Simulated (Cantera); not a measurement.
Input: 1 mol FeS₂, 4.9 mol SO₃, 0.52 mol N₂, equilibrated at 1100 K and 1.00 bar.

Method: chemical equilibrium by Gibbs-energy minimisation in Cantera with the NASA 1993 tables (ideal gas, pure condensed phases). Candidate condensed phases: Fe, FeO, FeS, FeSO₄, FeS₂, Fe₂O₃, Fe₂(SO₄)₃, Fe₃O₄, S; 19 gas species. Gases not in the tables: S₃ to S₇. Kinetics and transport are ignored.

Base state: SO₂ 0.913, N₂ 0.0712, S₂ 0.0132, S₂O 0.00208, SO 8.08e-5 (mole fractions); condensed: Fe₃O₄(s).

What changes in the equilibrium state with this change: temperature from 1100 K to 1450 K?


```json
[
 {"species": "SO₂", "before": "0.913", "after": "0.912"},
 {"species": "N₂", "before": "0.0712", "after": "0.0711"},
 {"species": "S₂", "before": "0.0132", "after": "0.0129"},
 {"species": "SO", "before": "8.08e-5", "after": "0.00198"},
 {"species": "S₂O", "before": "0.00208", "after": "0.00185"},
 {"species": "Fe₃O₄(s), mol", "before": "0.333", "after": "0.333"}
]
```
